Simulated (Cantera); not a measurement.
**SiC + Si + H₂ (sublimation and decomposition of ceramics)**

Input: 1 mol SiC, 0.0025 mol Si, 0.53 mol H₂, at 2.80 mbar.

These are equilibrium values from Cantera (NASA tables, ideal gas, pure condensed phases), not measurements of a reactor. Candidate condensed phases: C, C₆H₆, C₇H₈, C₈H₁₈, Si, SiC; 87 gas species. Mutual solubility and eutectic melting of coexisting phases are not modelled. Gases not in the tables: Si₂H₆ and higher silanes. Equilibrium is a limit: real reactors are often held back by kinetics, nucleation or transport.

At 1350 °C the condensed part is Si(s) + SiC(s). From 1450 °C to 1550 °C the condensed part is Si(l) + SiC(s). From 1650 °C to 1850 °C the condensed part is SiC(s). From 1950 °C to 2150 °C the condensed part is C(graphite) + SiC(s). From 2250 °C to 2550 °C the condensed part is C(graphite). The main Si-bearing gas is Si throughout.

```json
[
 {"T (°C)": "1350", "log p H₂": "-2.55", "log p H": "-5.44", "log p Si": "-6.81", "log p SiC₂": "-13.03", "log p Si₂C": "-9.24", "log p C₃": "<-14", "n Si(s)": "0.00246", "n SiC(s)": "1.00", "n Si(l)": "0", "n C(graphite)": "0"},
 {"T (°C)": "1450", "log p H₂": "-2.55", "log p H": "-5.02", "log p Si": "-6.01", "log p SiC₂": "-11.60", "log p Si₂C": "-8.17", "log p C₃": "<-14", "n Si(s)": "0", "n SiC(s)": "1.000", "n Si(l)": "0.00229", "n C(graphite)": "0"},
 {"T (°C)": "1550", "log p H₂": "-2.56", "log p H": "-4.64", "log p Si": "-5.35", "log p SiC₂": "-10.28", "log p Si₂C": "-7.28", "log p C₃": "<-14", "n Si(s)": "0", "n SiC(s)": "1.000", "n Si(l)": "0.00157", "n C(graphite)": "0"},
 {"T (°C)": "1650", "log p H₂": "-2.56", "log p H": "-4.31", "log p Si": "-4.92", "log p SiC₂": "-8.94", "log p Si₂C": "-6.63", "log p C₃": "<-14", "n Si(s)": "0", "n SiC(s)": "1.000", "n Si(l)": "0", "n C(graphite)": "0"},
 {"T (°C)": "1750", "log p H₂": "-2.57", "log p H": "-4.01", "log p Si": "-4.91", "log p SiC₂": "-7.37", "log p Si₂C": "-6.43", "log p C₃": "-12.00", "n Si(s)": "0", "n SiC(s)": "1.000", "n Si(l)": "0", "n C(graphite)": "0"},
 {"T (°C)": "1850", "log p H₂": "-2.59", "log p H": "-3.74", "log p Si": "-4.75", "log p SiC₂": "-6.09", "log p Si₂C": "-6.10", "log p C₃": "-9.60", "n Si(s)": "0", "n SiC(s)": "0.998", "n Si(l)": "0", "n C(graphite)": "0"},
 {"T (°C)": "1950", "log p H₂": "-2.62", "log p H": "-3.50", "log p Si": "-4.28", "log p SiC₂": "-5.26", "log p Si₂C": "-5.47", "log p C₃": "-8.42", "n Si(s)": "0", "n SiC(s)": "0.989", "n Si(l)": "0", "n C(graphite)": "0.00530"},
 {"T (°C)": "2050", "log p H₂": "-2.68", "log p H": "-3.30", "log p Si": "-3.76", "log p SiC₂": "-4.58", "log p Si₂C": "-4.82", "log p C₃": "-7.59", "n Si(s)": "0", "n SiC(s)": "0.949", "n Si(l)": "0", "n C(graphite)": "0.0309"},
 {"T (°C)": "2150", "log p H₂": "-2.85", "log p H": "-3.17", "log p Si": "-3.28", "log p SiC₂": "-3.97", "log p Si₂C": "-4.22", "log p C₃": "-6.84", "n Si(s)": "0", "n SiC(s)": "0.775", "n Si(l)": "0", "n C(graphite)": "0.136"},
 {"T (°C)": "2250", "log p H₂": "-3.25", "log p H": "-3.18", "log p Si": "-2.95", "log p SiC₂": "-3.51", "log p Si₂C": "-3.88", "log p C₃": "-6.15", "n Si(s)": "0", "n SiC(s)": "0", "n Si(l)": "0", "n C(graphite)": "0.550"},
 {"T (°C)": "2350", "log p H₂": "-3.39", "log p H": "-3.07", "log p Si": "-2.97", "log p SiC₂": "-3.41", "log p Si₂C": "-4.21", "log p C₃": "-5.51", "n Si(s)": "0", "n SiC(s)": "0", "n Si(l)": "0", "n C(graphite)": "0.454"},
 {"T (°C)": "2450", "log p H₂": "-3.56", "log p H": "-2.99", "log p Si": "-3.01", "log p SiC₂": "-3.34", "log p Si₂C": "-4.56", "log p C₃": "-4.92", "n Si(s)": "0", "n SiC(s)": "0", "n Si(l)": "0", "n C(graphite)": "0.330"},
 {"T (°C)": "2550", "log p H₂": "-3.77", "log p H": "-2.94", "log p Si": "-3.06", "log p SiC₂": "-3.29", "log p Si₂C": "-4.91", "log p C₃": "-4.38", "n Si(s)": "0", "n SiC(s)": "0", "n Si(l)": "0", "n C(graphite)": "0.147"}
]
```
log p: log10 of the partial pressure in bar; n: condensed amount in mol.
